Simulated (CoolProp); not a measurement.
Vapour-liquid equilibrium of dimethyl ether (1) + R236EA (2) at -11.95 °C; x and y are mole fractions of (1).

Values from CoolProp's multi-fluid Helmholtz-energy mixture model, Wu 2011 and Rui 2013; pair parameters Bell 2016.

| x | bubble pressure, mixture model (kPa) | bubble pressure, Raoult's law (kPa) | y, mixture model | y, Raoult's law |
|---|---|---|---|---|
| 0.05 | 46.19 | 51.79 | 0.065 | 0.166 |
| 0.15 | [?] | 64.41 | [?] | 0.400 |
| 0.25 | 51.71 | 77.03 | 0.367 | 0.557 |
| 0.35 | 57.51 | 89.65 | 0.535 | 0.670 |
| 0.45 | 66.61 | 102.3 | 0.690 | 0.755 |
| 0.55 | [?] | 114.9 | 0.814 | 0.822 |
| 0.65 | 97.28 | 127.5 | [?] | 0.875 |
| 0.75 | [?] | 140.1 | 0.953 | 0.919 |
| 0.85 | [?] | 152.7 | 0.982 | 0.955 |
| 0.95 | [?] | 165.4 | 0.996 | 0.986 |

**Question.** Complete the blanks.

**Answer.** 
- 0.15, bubble pressure, mixture model (kPa): 48.23
- 0.15, y, mixture model: 0.207
- 0.55, bubble pressure, mixture model (kPa): 79.79
- 0.65, y, mixture model: 0.901
- 0.75, bubble pressure, mixture model (kPa): 118.3
- 0.85, bubble pressure, mixture model (kPa): 141.0
- 0.95, bubble pressure, mixture model (kPa): 162.4

The largest gap from Raoult's law is -35.9 % in bubble pressure, at x = 0.35. No azeotrope shows between x = 0.05 and 0.95.

Pair parameters are fitted to limited data, so mixtures are less certain than the pure fluids.
